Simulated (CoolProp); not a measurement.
Properties of isohexane along the isotherm 550 K.

Values from CoolProp's reference Helmholtz-energy equation of state, Lemmon 2006. It is a short technical equation, of lower accuracy than the large ones.

```json
[
 {"p (kPa)": "1090", "phase": "gas", "density (kg/m³)": "22.64", "cv (kJ/(kg K))": "2.669", "Joule-Thomson coefficient (K/MPa)": "6.261", "isothermal compressibility (1/MPa)": "1.017", "fugacity coefficient": "0.9140"},
 {"p (kPa)": "2170", "phase": "gas", "density (kg/m³)": "50.92", "cv (kJ/(kg K))": "2.701", "Joule-Thomson coefficient (K/MPa)": "7.328", "isothermal compressibility (1/MPa)": "0.5896", "fugacity coefficient": "0.8313"},
 {"p (kPa)": "3260", "phase": "supercritical", "density (kg/m³)": "90.09", "cv (kJ/(kg K))": "2.740", "Joule-Thomson coefficient (K/MPa)": "8.611", "isothermal compressibility (1/MPa)": "0.4812", "fugacity coefficient": "0.7503"},
 {"p (kPa)": "4350", "phase": "supercritical", "density (kg/m³)": "150.0", "cv (kJ/(kg K))": "2.784", "Joule-Thomson coefficient (K/MPa)": "9.392", "isothermal compressibility (1/MPa)": "0.4598", "fugacity coefficient": "0.6720"},
 {"p (kPa)": "5430", "phase": "supercritical", "density (kg/m³)": "235.1", "cv (kJ/(kg K))": "2.800", "Joule-Thomson coefficient (K/MPa)": "7.007", "isothermal compressibility (1/MPa)": "0.3265", "fugacity coefficient": "0.5998"},
 {"p (kPa)": "6520", "phase": "supercritical", "density (kg/m³)": "298.6", "cv (kJ/(kg K))": "2.779", "Joule-Thomson coefficient (K/MPa)": "…", "isothermal compressibility (1/MPa)": "0.1405", "fugacity coefficient": "0.5392"},
 {"p (kPa)": "7610", "phase": "supercritical", "density (kg/m³)": "334.1", "cv (kJ/(kg K))": "2.764", "Joule-Thomson coefficient (K/MPa)": "2.152", "isothermal compressibility (1/MPa)": "0.07685", "fugacity coefficient": "0.4928"},
 {"p (kPa)": "8690", "phase": "supercritical", "density (kg/m³)": "357.4", "cv (kJ/(kg K))": "2.754", "Joule-Thomson coefficient (K/MPa)": "1.465", "isothermal compressibility (1/MPa)": "0.05111", "fugacity coefficient": "…"},
 {"p (kPa)": "9780", "phase": "supercritical", "density (kg/m³)": "374.9", "cv (kJ/(kg K))": "2.748", "Joule-Thomson coefficient (K/MPa)": "1.067", "isothermal compressibility (1/MPa)": "0.03768", "fugacity coefficient": "0.4301"},
 {"p (kPa)": "10900", "phase": "supercritical", "density (kg/m³)": "389.1", "cv (kJ/(kg K))": "2.744", "Joule-Thomson coefficient (K/MPa)": "0.8036", "isothermal compressibility (1/MPa)": "…", "fugacity coefficient": "0.4078"},
 {"p (kPa)": "12000", "phase": "supercritical", "density (kg/m³)": "400.7", "cv (kJ/(kg K))": "2.741", "Joule-Thomson coefficient (K/MPa)": "0.6237", "isothermal compressibility (1/MPa)": "0.02419", "fugacity coefficient": "0.3904"},
 {"p (kPa)": "13000", "phase": "supercritical", "density (kg/m³)": "409.8", "cv (kJ/(kg K))": "2.739", "Joule-Thomson coefficient (K/MPa)": "0.5015", "isothermal compressibility (1/MPa)": "0.02077", "fugacity coefficient": "0.3775"},
 {"p (kPa)": "14100", "phase": "supercritical", "density (kg/m³)": "418.6", "cv (kJ/(kg K))": "2.737", "Joule-Thomson coefficient (K/MPa)": "0.3968", "isothermal compressibility (1/MPa)": "0.01794", "fugacity coefficient": "0.3659"},
 {"p (kPa)": "15200", "phase": "supercritical", "density (kg/m³)": "426.4", "cv (kJ/(kg K))": "2.736", "Joule-Thomson coefficient (K/MPa)": "0.3139", "isothermal compressibility (1/MPa)": "0.01578", "fugacity coefficient": "0.3565"}
]
```

**Question.** Complete the blanks.

**Answer.** 
- 6520, Joule-Thomson coefficient (K/MPa): 3.603
- 8690, fugacity coefficient: 0.4577
- 10900, isothermal compressibility (1/MPa): 0.02947
